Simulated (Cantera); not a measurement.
**Thermodynamics of chemical vapour transport, feed AlN + Cl2 + H2**

Input: 1 mol AlN, a varied amount of Cl2, 0.56 mol H2, held at 1352 °C and 0.820 bar.

These are equilibrium values from Cantera (NASA tables, ideal gas, pure condensed phases), not measurements of a reactor. Candidate condensed phases: Al, AlCl3, AlN, NH4Cl; 20 gas species. The tables' values for AlCl2 are old estimates; treat these amounts as uncertain. Equilibrium is a limit: real reactors are often held back by kinetics, nucleation or transport.

```csv
n(Cl2) (mol),x H2,x AlCl3,x HCl,x N2,x AlCl2,x AlCl,x H,x Al2Cl6,n AlN(s)
0.034,0.915,0.0195,0.0459,0.0129,0.00336,0.00293,7.45e-5,1.84e-7,0.985
0.042,0.900,0.0255,0.0517,0.0162,0.00387,0.00298,7.39e-5,3.16e-7,0.980
0.053,0.879,0.0338,0.0585,0.0207,0.00449,0.00301,7.31e-5,5.57e-7,0.975
0.066,0.857,0.0437,0.0653,0.0259,0.00513,0.00304,7.21e-5,9.29e-7,0.967
0.082,0.831,0.0556,0.0723,0.0323,0.00581,0.00307,7.10e-5,1.51e-6,0.958
0.1,0.804,0.0687,0.0788,0.0392,0.00648,0.00308,6.98e-5,2.30e-6,0.948
0.13,0.762,0.0896,0.0874,0.0501,0.00742,0.00310,6.80e-5,3.91e-6,0.930
0.16,0.725,0.109,0.0939,0.0603,0.00821,0.00312,6.63e-5,5.81e-6,0.913
0.2,0.681,0.134,0.100,0.0729,0.00909,0.00313,6.43e-5,8.67e-6,0.888
0.25,0.633,0.161,0.106,0.0871,0.01000,0.00314,6.20e-5,1.26e-5,0.858
```
x: gas mole fraction; n: condensed amount in mol.

From 0.034 mol Cl2 to 0.25 mol Cl2 the condensed part is AlN(s). The main Al-bearing gas is AlCl3 throughout. The share of Al in condensed phases is highest at 0.034 mol Cl2 (98.5 %) and lowest at 0.25 mol Cl2 (85.8 %).
